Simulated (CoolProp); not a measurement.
Saturation properties of normal hydrogen.

The numbers come from the reference Helmholtz-energy equation of state, Leachman 2009 in CoolProp.

```tsv
T (K)	p (MPa)	liquid density (kg/m³)	enthalpy of vaporisation (kJ/kg)	vapour Z
22.1	0.1633	68.77	438.5	0.8707
23.2	0.2144	67.32	429.3	0.8457
24.4	0.2821	65.61	416.7	0.8157
25.5	0.3562	63.91	402.3	0.7854
26.6	0.4430	62.04	384.7	0.7521
27.7	0.5436	59.95	363.4	0.7154
28.9	0.6706	57.36	334.5	0.6702
30	0.8043	54.54	300.9	0.6224
31.1	0.9563	51.02	256.7	0.5647
32.2	1.129	45.95	190.7	0.4863
```

It boils at 20.4 K under 1 atm.
